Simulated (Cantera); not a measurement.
Input (Python, Cantera) and output of one run.

```python
import numpy as np
import cantera as ct

gas_names = """
    CL CL2 N N2 Si SiCL SiCL2 SiCL3 SiCL4 SiN Si2 Si2N Si3
""".split()
cond_names = """
    Si(cr) Si(L) Si3N4(a)
""".split()


# ... load() reads the species with a 1 bar reference pressure and builds the phases ...
atoms = {
    'SiCl4': {'Si': 1, 'CL': 4},
    'N2': {'N': 2},
}
top_T = {'Si3N4(a)': 2400}  # K; cautious upper limits of use, not melting points


# ... equilibrate(T, P, feed) seeds the gas with the atoms and calls Mixture.equilibrate('TP', solver="vcs", rtol=1e-11, max_steps=5000) ...
results = []
feed = {'SiCl4': 1, 'N2': 9.8}  # mol
P = 10  # Pa
for T in [773, 973, 1173, 1373, 1573, 1773, 1973, 2173]:
    mix = equilibrate(T, P, feed)
    results.append((T, P, feed, dict(zip(mix.species_names, mix.species_moles))))

top = {s: max(r[3][s] / sum(r[3][g] for g in gas_names) for r in results) for s in gas_names}
cols = sorted((s for s in top if top[s] > 0.001), key=lambda s: -top[s])[:5]
seen = [c for c in cond_names if any(r[3].get(c, 0) > 1e-12 for r in results)]
print("log10 of partial pressures in bar; condensed amounts in mol")
print(f"{'T/K':>10s}" + "".join(f"{s[:9]:>10s}" for s in cols + seen))
for T, P, feed, n in results:
    ng = sum(n[g] for g in gas_names)
    print(f"{T:10.4g}" + "".join(f"{np.log10(max(n[s] / ng * P / 1e5, 1e-99)):10.3f}" for s in cols)
          + "".join(f"{n.get(c, 0):10.4g}" for c in seen))
```

It prints:

```
log10 of partial pressures in bar; condensed amounts in mol
       T/K        N2        CL     SiCL4     SiCL2        Si
       773    -4.042   -11.853    -5.033   -16.415   -39.348
       973    -4.042    -9.099    -5.033   -11.691   -28.083
      1173    -4.042    -7.277    -5.036    -8.603   -20.684
      1373    -4.047    -5.926    -5.085    -6.589   -15.726
      1573    -4.087    -5.007    -5.610    -5.401   -12.158
      1773    -4.115    -4.814    -7.691    -5.124    -8.995
      1973    -4.120    -4.786    -9.839    -5.144    -6.458
      2173    -4.163    -4.614   -11.916    -5.787    -5.310
```

These are equilibrium values from Cantera (NASA tables, ideal gas, pure condensed phases), not measurements of a reactor. The tables' values for SiCl3, SiCl, SiN are old estimates; treat these amounts as uncertain.
